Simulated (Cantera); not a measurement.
Input: 1 mol SiO₂, 4.2 mol F₂, 8.8 mol H₂, at 0.00825 Torr.

Equilibrium computed with Cantera from the NASA thermochemical tables; the gas is ideal and each condensed phase is pure. Candidate condensed phases: H₂O, Si, SiO₂; 38 gas species. Kinetics and transport are ignored.

Problem. At 802 °C, list the 4 most abundant gas species with their mole fractions, and the condensed phases.

Solution. HF 0.616, H₂ 0.357, H₂O 0.0180, SiF₄ 0.00900. Condensed: SiO₂(β-quartz).
